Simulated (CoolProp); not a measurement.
Values from CoolProp's reference Helmholtz-energy equation of state, Lemmon 2005. It is a short technical equation, of lower accuracy than the large ones.

### Question
For cis-2-butene, give the phase and the cv (kJ/(kg K)), Joule-Thomson coefficient (K/MPa) at 300.8 K and 0.0175 MPa; 300.8 K and 0.311 MPa; 300.8 K and 0.811 MPa.

### Answer
- 300.8 K and 0.0175 MPa: gas; cv 1.31, Joule-Thomson coefficient 31.6
- 300.8 K and 0.311 MPa: liquid; cv 1.52, Joule-Thomson coefficient -0.293
- 300.8 K and 0.811 MPa: liquid; cv 1.52, Joule-Thomson coefficient -0.297
